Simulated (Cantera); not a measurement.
Gas mixture: 100 % C₂H₂, at 1.00 bar, frozen composition.

Cantera's kinetic-theory transport with the Lennard-Jones parameters of GRI-Mech 3.0, ideal gas; thermal conductivity in the mixture-averaged form. The composition is frozen, though it would react at the higher temperatures.

D: mixture-averaged diffusion coefficient of that species in the mixture.

| T (K) | ρ (kg/m³) | cp (J/kg/K) | μ (µPa s) | λ (mW/m/K) | Pr | D (cm²/s) NO | D (cm²/s) C₂H₂ | D (cm²/s) CO₂ |
|---|---|---|---|---|---|---|---|---|
| 400 | 0.783 | 1931 | 13.6 | 35.7 | 0.734 | … | 0.000 | 0.215 |
| 550 | 0.569 | 2170 | 17.6 | 51.9 | 0.737 | … | 0.000 | 0.385 |
| 700 | 0.447 | 2340 | 21.2 | 67.5 | 0.735 | … | 0.000 | 0.592 |
| 850 | 0.368 | 2482 | 24.4 | 82.7 | 0.734 | … | 0.000 | 0.832 |
| 1000 | 0.313 | 2608 | 27.4 | 97.4 | 0.734 | … | 0.000 | 1.10 |
| 1150 | 0.272 | 2718 | 30.2 | 112 | 0.734 | … | 0.000 | 1.40 |
| 1300 | 0.241 | 2814 | 32.8 | 126 | 0.734 | … | 0.000 | 1.72 |
| 1450 | 0.216 | 2896 | 35.3 | 139 | 0.734 | … | 0.000 | 2.07 |

### Question
Complete the blanks.

### Answer

- 400, D (cm²/s) NO: 0.280
- 550, D (cm²/s) NO: 0.489
- 700, D (cm²/s) NO: 0.741
- 850, D (cm²/s) NO: 1.03
- 1000, D (cm²/s) NO: 1.36
- 1150, D (cm²/s) NO: 1.71
- 1300, D (cm²/s) NO: 2.10
- 1450, D (cm²/s) NO: 2.52
